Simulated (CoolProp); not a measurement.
Properties of normal hydrogen at several states.

Values from CoolProp's reference Helmholtz-energy equation of state, Leachman 2009.

```json
[
 {"T (K)": "622.5", "p (bar)": "9.44", "phase": "gas", "Z": "1.003", "isothermal compressibility (1/MPa)": "1.056", "expansivity (1/kK)": "1.602"},
 {"T (K)": "299.6", "p (bar)": "0.149", "phase": "gas", "Z": "1.000", "isothermal compressibility (1/MPa)": "67.11", "expansivity (1/kK)": "3.338"},
 {"T (K)": "660.3", "p (bar)": "14.9", "phase": "supercritical", "Z": "1.004", "isothermal compressibility (1/MPa)": "0.6681", "expansivity (1/kK)": "1.508"},
 {"T (K)": "712.1", "p (bar)": "2.47", "phase": "gas", "Z": "1.001", "isothermal compressibility (1/MPa)": "4.046", "expansivity (1/kK)": "1.403"},
 {"T (K)": "638.3", "p (bar)": "76.9", "phase": "supercritical", "Z": "1.024", "isothermal compressibility (1/MPa)": "0.1270", "expansivity (1/kK)": "1.530"},
 {"T (K)": "886.9", "p (bar)": "0.377", "phase": "gas", "Z": "1.000", "isothermal compressibility (1/MPa)": "26.52", "expansivity (1/kK)": "1.127"}
]
```
